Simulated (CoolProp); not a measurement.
Vapour-liquid equilibrium of R143a (1) + R152A (2) at 0.0183 MPa; x and y are mole fractions of (1).

The numbers come from the multi-fluid Helmholtz-energy mixture model, Lemmon and Jacobsen 2000 and Outcalt 1996; pair parameters Bell 2016 in CoolProp.

Task: Give the bubble temperature and the first vapour's composition at x = 0.15, 0.25, 0.45. Is there an azeotrope?

Result: x = 0.15: 209.5 K, y = 0.442; x = 0.25: 206.5 K, y = 0.591; x = 0.45: 202.3 K, y = 0.764. No azeotrope shows between x = 0.05 and 0.95.

Pair parameters are fitted to limited data, so mixtures are less certain than the pure fluids.
